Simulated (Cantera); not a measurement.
A Cantera script and what it prints.

```python
import numpy as np
import cantera as ct

gas_names = """
    C CN CO CO2 C2 CCN CNC C2N2 C2O C3 C3O2 C4 C4N2 C5 Cu CuO Cu2 N NCO NO NO2 NO3 N2 N2O O O2 O3
""".split()
cond_names = """
    C(gr) Cu(cr) Cu(L) CuO(s) Cu2O(s) Cu2O(L)
""".split()


# ... load() reads the species with a 1 bar reference pressure and builds the phases ...
atoms = {
    'CuO': {'Cu': 1, 'O': 1},
    'CO': {'C': 1, 'O': 1},
    'N2': {'N': 2},
}
top_T = {'C(gr)': 4500, 'CuO(s)': 1390}  # K; cautious upper limits of use, not melting points


# ... equilibrate(T, P, feed) seeds the gas with the atoms and calls Mixture.equilibrate('TP', solver="vcs", rtol=1e-11, max_steps=5000) ...
results = []
feed = {'CuO': 1, 'CO': 1.5, 'N2': 1.6}  # mol
P = 1000  # Pa
for T in [1400, 1450, 1500, 1550, 1600, 1650, 1700, 1750, 1800, 1850, 1900, 1950]:
    mix = equilibrate(T, P, feed)
    results.append((T, P, feed, dict(zip(mix.species_names, mix.species_moles))))
    x = sorted(zip(gas.X, gas.species_names), reverse=True)
    print(f"T = {T:g} K  P = {P:g} Pa  gas = {mix.phase_moles(0):.4g} mol")
    print("   x: " + "  ".join(f"{s} {v:.3e}" for v, s in x if v > 1e-05))
    print("   condensed (mol): " + ("  ".join(f"{mix.phase(i).name} {mix.phase_moles(i):.4g}"
          for i in range(1, mix.n_phases) if mix.phase_moles(i) > 1e-12) or "none"))
```

It prints:

```
T = 1400 K  P = 1000 Pa  gas = 3.1 mol
   x: N2 5.161e-01  CO2 3.225e-01  CO 1.613e-01  Cu 1.349e-04
   condensed (mol): Cu(L) 0.9996
T = 1450 K  P = 1000 Pa  gas = 3.101 mol
   x: N2 5.160e-01  CO2 3.225e-01  CO 1.612e-01  Cu 3.439e-04
   condensed (mol): Cu(L) 0.9989
T = 1500 K  P = 1000 Pa  gas = 3.103 mol
   x: N2 5.157e-01  CO2 3.223e-01  CO 1.612e-01  Cu 8.224e-04
   condensed (mol): Cu(L) 0.9974
T = 1550 K  P = 1000 Pa  gas = 3.106 mol
   x: N2 5.152e-01  CO2 3.220e-01  CO 1.610e-01  Cu 1.856e-03
   condensed (mol): Cu(L) 0.9942
T = 1600 K  P = 1000 Pa  gas = 3.112 mol
   x: N2 5.141e-01  CO2 3.213e-01  CO 1.607e-01  Cu 3.976e-03
   condensed (mol): Cu(L) 0.9876
T = 1650 K  P = 1000 Pa  gas = 3.125 mol
   x: N2 5.119e-01  CO2 3.200e-01  CO 1.600e-01  Cu 8.121e-03
   condensed (mol): Cu(L) 0.9746
T = 1700 K  P = 1000 Pa  gas = 3.15 mol
   x: N2 5.079e-01  CO2 3.174e-01  CO 1.587e-01  Cu 1.588e-02  Cu2 1.921e-05
   condensed (mol): Cu(L) 0.9498
T = 1750 K  P = 1000 Pa  gas = 3.196 mol
   x: N2 5.007e-01  CO2 3.129e-01  CO 1.565e-01  Cu 2.986e-02  Cu2 4.581e-05  NO 1.466e-05
   condensed (mol): Cu(L) 0.9043
T = 1800 K  P = 1000 Pa  gas = 3.278 mol
   x: N2 4.881e-01  CO2 3.050e-01  CO 1.526e-01  Cu 5.415e-02  Cu2 1.038e-04  NO 2.935e-05  O2 1.691e-05
   condensed (mol): Cu(L) 0.8218
T = 1850 K  P = 1000 Pa  gas = 3.427 mol
   x: N2 4.669e-01  CO2 2.917e-01  CO 1.461e-01  Cu 9.497e-02  Cu2 2.245e-04  NO 5.598e-05  O2 4.620e-05  O 1.311e-05
   condensed (mol): Cu(L) 0.673
T = 1900 K  P = 1000 Pa  gas = 3.7 mol
   x: N2 4.323e-01  CO2 2.698e-01  Cu 1.616e-01  CO 1.355e-01  Cu2 4.652e-04  O2 1.192e-04  NO 1.012e-04  O 3.257e-05  CuO 2.087e-05
   condensed (mol): Cu(L) 0.3986
T = 1950 K  P = 1000 Pa  gas = 4.099 mol
   x: N2 3.903e-01  CO2 2.431e-01  Cu 2.424e-01  CO 1.229e-01  Cu2 7.626e-04  O2 2.904e-04  NO 1.741e-04  O 7.693e-05  CuO 4.640e-05
   condensed (mol): none
```

Equilibrium computed with Cantera from the NASA thermochemical tables; the gas is ideal and each condensed phase is pure.
